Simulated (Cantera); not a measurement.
Feed: 1 mol SO₂, 5.8 mol H₂, equilibrated at 2100 Pa.

Method: chemical equilibrium by Gibbs-energy minimisation in Cantera with the NASA 1993 tables (ideal gas, pure condensed phases). Candidate condensed phases: H₂O, H₂SO₄, S; 19 gas species. Kinetics and transport are ignored. All values below are at 2900 K.

Base state: H 0.438, H₂ 0.305, H₂O 0.0804, S 0.0466, SO 0.0438, OH 0.0354, O 0.0315, SO₂ 0.00888 (mole fractions); condensed: gas only.

Q: What changes in the equilibrium state with this change: SO₂ replaced by H₂O?

A: 
```
species   before   after
-------  -------  ------
H          0.438   0.499
H₂         0.305   0.396
H₂O       0.0804  0.0613
S         0.0466       0
SO        0.0438       0
O         0.0315  0.0185
OH        0.0354  0.0237
SO₂      0.00888       0
SH       0.00562       0
S₂       0.00131       0
```
